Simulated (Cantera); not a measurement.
A freely propagating, adiabatic, planar premixed flame of H2 : O2 : N2 = 1 : 0.505 : 2.12 (molar parts), equivalence ratio 0.99, unburnt at 625 K and 0.430 bar; mixture-averaged transport, grid criteria slope 0.08 and curve 0.16, no radiation.

Computed with Cantera and the H2/O2 subset of GRI-Mech 3.0, which has no nitrogen chemistry. Burning velocities carry a grid error of a few per cent, more on coarse grids.

Task: How do the results move with these cheaper or finer settings: unity-Lewis-number transport; multicomponent transport; multicomponent+Soret transport; grid criteria slope 0.5, curve 1; grid criteria slope 0.25, curve 0.5; grid criteria slope 0.03, curve 0.06?

Result: 
| setting | laminar burning velocity | thermal thickness | peak x(H) | peak x(H2O2) | grid points |
|---|---|---|---|---|---|
| as above | 686 cm/s | 1.51 mm | 0.0678 | 3.67e-6 | 133 |
| unity-Lewis-number transport | 443 cm/s | 1.11 mm | 0.0729 | 2.17e-6 | 134 |
| multicomponent transport | 674 cm/s | 1.50 mm | 0.0675 | 3.71e-6 | 133 |
| multicomponent+Soret transport | 644 cm/s | 1.49 mm | 0.0660 | 3.83e-6 | 133 |
| grid criteria slope 0.5, curve 1 | 1160 cm/s | 2.66 mm | 0.0711 | 2.43e-6 | 48 |
| grid criteria slope 0.25, curve 0.5 | 758 cm/s | 1.75 mm | 0.0689 | 3.26e-6 | 71 |
| grid criteria slope 0.03, curve 0.06 | 669 cm/s | 1.46 mm | 0.0674 | 3.81e-6 | 286 |
Unity Lewis numbers drop preferential diffusion, which matters most where H2 and H carry the flame; Soret adds thermal diffusion.
